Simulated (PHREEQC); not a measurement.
1 kg of water holding 0.0061 mol NaCl and 0.22 mol KCl is evaporated at 30 °C; the solids stay in contact with the brine. CO2 from the air is kept out. Only these solids could form: Halite, Sylvite.

Base run: PHREEQC, Pitzer model, pitzer.dat. Each further column changes one thing. The table gives water activity.

```tsv
H2O removed (mol)	base	temperature from 30 to 50 °C	temperature from 30 to 75 °C
0	0.993	0.993	0.993
18.01	0.989	0.989	0.989
30.18	0.984	0.984	0.984
38.4	0.976	0.976	0.976
43.95	0.965	0.965	0.965
47.7	0.949	0.948	0.948
50.23	0.924	0.923	0.923
52.58	0.859	0.858	0.857
53.53	0.833	0.804	0.786
54.17	0.831	0.803	0.774
54.6	0.829	0.801	0.772
54.9	0.826	0.798	0.769
55.09	0.822	0.794	0.765
55.23	0.815	0.787	0.759
```

 Constants without temperature data keep their 25 °C values here.
